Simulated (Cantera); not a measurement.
An adiabatic, constant-pressure homogeneous reactor starts with CH4 : C2H6 : O2 : N2 = 1 : 0.08 : 3.68 : 13.8 (molar parts), at 1375 K and 5.00 bar.

Model: GRI-Mech 3.0 (53 species, 325 reactions), integrated in Cantera.

Task: Predict: time of steepest temperature rise; temperature at 0.700 s; equilibrium temperature; x(O2) at 0.700 s; x(H2) at 0.700 s.

Result: 
- time of steepest temperature rise = 0.302 ms
- temperature at 0.700 s = 2516 K
- equilibrium temperature = 2516 K
- x(O2) at 0.700 s = 0.0681 (gas-phase equilibrium 0.0681)
- x(H2) at 0.700 s = 0.00127 (gas-phase equilibrium 0.00127)
